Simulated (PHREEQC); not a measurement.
Make-up at 20 °C: 0.048 mol HF, 0.00031 mol (NH4)2SiF6, 0.063 mol H3PO4 and 3.8e-05 mol H2SO4 per kg of water. Closed to the air; pH follows from the charge balance.

Model: ion-association model, phreeqc.dat, run in PHREEQC.

```json
[
 {"quantity": "pH", "before": "1.72", "after": "1.76"},
 {"quantity": "ionic strength (mol/kgw)", "before": "0.0225", "after": "0.0204"},
 {"quantity": "HF (mol/kgw)", "before": "0.0453", "after": "0.00169"},
 {"quantity": "F- (mol/kgw)", "before": "0.00202", "after": "8.14e-5"},
 {"quantity": "HF2- (mol/kgw)", "before": "0.000337", "after": "5.06e-7"},
 {"quantity": "HSO4- (mol/kgw)", "before": "1.98e-5", "after": "1.92e-5"}
]
```

Task: What was changed between the two runs?
(A) HF left out
(B) 0.11 mol/kgw NaCl added
(C) H2SO4 replaced by K2SO4 at the same molality
(D) (NH4)2SiF6 from 0.00031 to 0.000465 mol/kgw
(E) (NH4)2SiF6 replaced by NaHF2 at the same molality

Result: A, HF left out

This is a speciation only: nothing precipitates in the calculation. Some of these states are supersaturated (in Quartz (slow to form), Chalcedony (slow to form), for instance). SiF6-2 is the database's only silicon fluoride.
